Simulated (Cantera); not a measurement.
A freely propagating, adiabatic, planar premixed flame of 23.9 % H2, 16.0 % O2, 60.1 % N2, equivalence ratio 0.75, unburnt at 650 K and 0.110 bar; mixture-averaged transport, grid criteria slope 0.08 and curve 0.16, no radiation.

Model: the H2/O2 subset of GRI-Mech 3.0, which has no nitrogen chemistry, integrated in Cantera. Burning velocities carry a grid error of a few per cent, more on coarse grids.

Predict: laminar burning velocity; thermal thickness; peak x(HO2); peak x(OH); peak x(H); peak x(H2O2).


```
Property                     Value
------------------------  --------
laminar burning velocity  609 cm/s
thermal thickness          9.07 mm
peak x(HO2)                3.63e-5
peak x(OH)                  0.0177
peak x(H)                   0.0701
peak x(H2O2)               8.91e-7
```
